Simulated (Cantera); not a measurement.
Catalytic combustion on Pt

An isothermal plug-flow reactor at 600 K and 760 Torr (inlet), inlet velocity 2.4 m/s, active area per volume 740 1/m; feed CO : O₂ : N₂ : H₂O = 0.007 : 0.018 : 0.79 : 0.021 (molar parts).

Model: Deutschmann's 1995 Pt surface mechanism with GRI-Mech 3.0 gas chemistry, integrated in Cantera. Catalytic surfaces can have several steady states; this one follows from the mechanism file's or the stated starting coverage. Mass transfer to the wall is taken as infinitely fast.

```csv
z (m),x CO,x O₂,x H₂O,x CO₂,θ free Pt,θ O*,θ CO*
0.00045,0.00837,0.0215,0.0251,4.12e-6,0.00875,0.00311,0.988
0.00079,0.00837,0.0215,0.0251,7.23e-6,0.00875,0.00312,0.988
0.0014,0.00836,0.0215,0.0251,1.28e-5,0.00875,0.00312,0.988
0.0025,0.00835,0.0215,0.0251,2.29e-5,0.00876,0.00312,0.988
0.0045,0.00833,0.0215,0.0251,4.12e-5,0.00877,0.00313,0.988
0.0079,0.00830,0.0215,0.0251,7.25e-5,0.00879,0.00314,0.988
0.014,0.00824,0.0215,0.0251,0.000129,0.00882,0.00316,0.988
0.025,0.00814,0.0214,0.0251,0.000232,0.00889,0.00320,0.988
0.045,0.00795,0.0213,0.0251,0.000422,0.00901,0.00327,0.987
```
x: gas mole fraction; θ: surface coverage.
